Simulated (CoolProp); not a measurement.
Vapour-liquid equilibrium of dimethyl carbonate (1) + n-nonane (2) at 7.53 bar; x and y are mole fractions of (1).

Model: multi-fluid Helmholtz-energy mixture model, Zhou 2011 and Lemmon 2006; pair parameters Bell 2016, in CoolProp.

```tsv
x	bubble temperature, mixture model (K)	bubble temperature, Raoult's law (K)	y, mixture model	y, Raoult's law
0.05	508.2	512.0	?	0.169
0.2	480.4	493.1	?	0.501
0.35	464.3	478.9	?	0.692
0.5	455.4	467.7	?	0.811
0.65	?	458.6	0.846	0.891
0.8	?	450.9	0.896	0.948
0.95	?	444.4	0.966	0.989
```

Question: Fill in the missing entries.

Answer: 
- 0.05, y, mixture model: 0.183
- 0.2, y, mixture model: 0.549
- 0.35, y, mixture model: 0.712
- 0.5, y, mixture model: 0.793
- 0.65, bubble temperature, mixture model (K): 450.1
- 0.8, bubble temperature, mixture model (K): 446.2
- 0.95, bubble temperature, mixture model (K): 443.2

The largest gap from Raoult's law is -14.6 K in bubble temperature, at x = 0.35. No azeotrope shows between x = 0.05 and 0.95.

Pair parameters are fitted to limited data, so mixtures are less certain than the pure fluids.
